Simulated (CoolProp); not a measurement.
R245ca at several states: Z from the reference equation and from simpler models built on Tc = 447.6 K, pc = 3.941 MPa, ω = 0.355; each cubic takes its own stable root.

The numbers come from the reference Helmholtz-energy equation of state, Zhou 2016 in CoolProp.

| T (K) | p (MPa) | phase | reference |
|---|---|---|---|
| 361.6 | 0.31 | gas | 0.9385 |
| 250.5 | 0.0579 | liquid | 0.002482 |
| 400.5 | 0.0211 | gas | 0.9972 |
| 409.1 | 0.147 | gas | 0.9818 |
| 448.4 | 1.67 | gas | 0.8359 |
| 237.8 | 3.83 | liquid | 0.1691 |

Question: How far does each simpler model (van der Waals, Redlich-Kwong, Soave-Redlich-Kwong, Peng-Robinson) lie from the reference over these 6 states: mean and median of the absolute difference, and the worst?

Answer: 
- van der Waals: mean 6597.4 %, median 2.5 %, worst +39513.2 % at 250.5 K and 0.0579 MPa
- Redlich-Kwong: mean 4.6 %, median 0.8 %, worst +13.1 % at 250.5 K and 0.0579 MPa
- Soave-Redlich-Kwong: mean 3.1 %, median 0.5 %, worst +8.9 % at 237.8 K and 3.83 MPa
- Peng-Robinson: mean 1.4 %, median 0.7 %, worst -3.5 % at 250.5 K and 0.0579 MPa

At some of these states van der Waals gives the other phase, because its saturation line lies elsewhere.
